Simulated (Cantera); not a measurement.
Input: 1 mol V2O5, 530 mol H2, 1.1 mol N2, equilibrated at 1625 °C and 18.8 Torr.

Equilibrium computed with Cantera from the NASA thermochemical tables; the gas is ideal and each condensed phase is pure. Candidate condensed phases: H2O, V, VN, VO, V2O3, V2O4, V2O5; 28 gas species. VO: taken at fixed stoichiometry. Rates play no part.

Base state: H2 0.987, H2O 0.00561, H 0.00491, N2 0.00207, VO2 2.72e-5, VO 1.46e-5 (mole fractions); condensed: VO(s).

Q: What changes in the equilibrium state with this change: V2O5 replaced by PbO?

A: 
```
species      before    after
----------  -------  -------
H2            0.987    0.989
H           0.00491  0.00492
N2          0.00207  0.00206
H2O         0.00561  0.00187
Pb                0  0.00187
VO2         2.72e-5        0
VO          1.46e-5        0
VO(s), mol     1.98        0
```
Further candidate phases: Pb, PbO, PbO2, Pb3O4.
